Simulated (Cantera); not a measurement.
Charge: 1 mol SiHCl₃, 31 mol N₂, equilibrated at 1698 K and 4.40 mbar.

Cantera equilibrium calculation (NASA polynomials, part measured and part estimated; ideal gas, pure solids and liquids). Candidate condensed phases: NH₄Cl, Si, Si₃N₄; 28 gas species. The tables' values for SiCl₃, SiCl are old estimates; treat these amounts as uncertain. Kinetics and transport are ignored.

Problem. What is the equilibrium state?

Solution. 
```
Property                             Result
--------------------------------  ---------
x(N₂)                                 0.939
x(SiCl₂)                             0.0290
x(HCl)                               0.0276
x(Cl)                               0.00130
x(H₂)                               0.00130
x(SiCl₃)                            0.00120
x(SiCl₄)                            9.80e-5
x(H)                                7.85e-5
x(SiCl)                             1.71e-5
gas amount                        33.00 mol
log10 activity of Si(l) (absent)      -1.86
```
